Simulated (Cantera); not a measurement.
Charge: 1 mol S, a varied amount of H₂O, 11 mol H₂, held at 1973.15 K and 1.33 mbar.

Method: chemical equilibrium by Gibbs-energy minimisation in Cantera with the NASA 1993 tables (ideal gas, pure condensed phases). Candidate condensed phases: H₂O, H₂SO₄, S; 19 gas species. Kinetics and transport are ignored.

**Question.** At 0.63 mol H₂O, list the 4 most abundant gas species with their mole fractions, and the condensed phases.

**Answer.** H₂ 0.865, H₂O 0.0460, H 0.0344, S₂ 0.0257. Condensed: gas only.
